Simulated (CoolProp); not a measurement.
Vapour-liquid equilibrium of o-xylene (1) + n-decane (2) at 337.7 K; x and y are mole fractions of (1).

Computed with CoolProp (multi-fluid Helmholtz-energy mixture model, Zhou 2012 and Lemmon 2006; pair parameters Bell 2016).

```csv
x,"bubble pressure, mixture model (MPa)","bubble pressure, Raoult's law (MPa)","y, mixture model","y, Raoult's law"
0.05,0.002171,0.002169,0.155,0.154
0.15,0.002655,0.002643,0.381,0.379
0.25,0.003140,0.003118,0.538,0.535
0.35,0.003622,0.003593,0.652,0.651
0.45,0.004101,0.004067,0.740,0.739
0.55,0.004574,0.004542,0.808,0.809
0.65,0.005044,0.005016,0.864,0.865
0.75,0.005511,0.005491,0.910,0.912
0.85,0.005976,0.005965,0.950,0.951
0.95,0.006443,0.006440,0.984,0.985
```

The largest gap from Raoult's law is +0.8 % in bubble pressure, at x = 0.35. No azeotrope shows between x = 0.05 and 0.95.

Pair parameters are fitted to limited data, so mixtures are less certain than the pure fluids.
